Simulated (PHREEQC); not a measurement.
0.59 g of hydrous ferric oxide (600 m²/g; 0.2 weak and 0.005 strong sites per Fe, Dzombak-Morel constants, diffuse double layer) in 1 kg of water with 0.01 mol/kgw of an inert sodium salt and 0.0038 mol Na2HAsO4, at 25 °C; the pH is set by adding NaOH or the inert anion's acid. O2 is buffered at 0.21 atm. No CO2 enters from the air. Nothing may precipitate in this run.

The series has 17 steps of pH, from 4 to 10.

Computed with PHREEQC (ion-association model, wateq4f.dat).

Problem. At which pH does the surface charge pass through zero?

Solution. Near pH 4.4.
